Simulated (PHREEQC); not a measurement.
Solution (20 °C): 0.13 mol/kgw KOH, 0.0016 mol/kgw H3BO3, 0.00028 mol/kgw (CH3)4NCl and 0.025 mol/kgw K2SO4. Closed to the air; pH follows from the charge balance.

The numbers come from PHREEQC with the ion-association model, phreeqc.dat.

This is a speciation only: nothing precipitates in the calculation.

Q: What pH, density, specific conductance does the model give?

A: pH 13.13; density 1.008 g/cm³; specific conductance 28700 µS/cm.

Q: In which forms is S present?

A: SO4-2 76 %, KSO4- 24 % of the S.

(CH3)4N+ isn't in the database: it is added as a free cation with an ion size of 4 Å.
